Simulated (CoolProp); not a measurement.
Values from CoolProp's reference Helmholtz-energy equation of state, Lemmon 2006. It is a short technical equation, of lower accuracy than the large ones.

Task: Give the vapour pressure (MPa), liquid density (kg/m³), vapour Z, vapour viscosity (µPa s) of saturated C2F6 (R116) at 209.2, 232.4, 247.9 K.

Result: 
```
T (K)  p (MPa)  liquid density (kg/m³)  vapour Z  vapour viscosity (µPa s)
-----  -------  ----------------------  --------  ------------------------
209.2    0.204                    1540     0.926                      9.75
232.4    0.526                    1420     0.856                      10.8
247.9    0.889                    1330     0.791                      11.7
```

Viscosity comes from a separate model (Huber 2003), an estimate that may be off by 10 % or more.
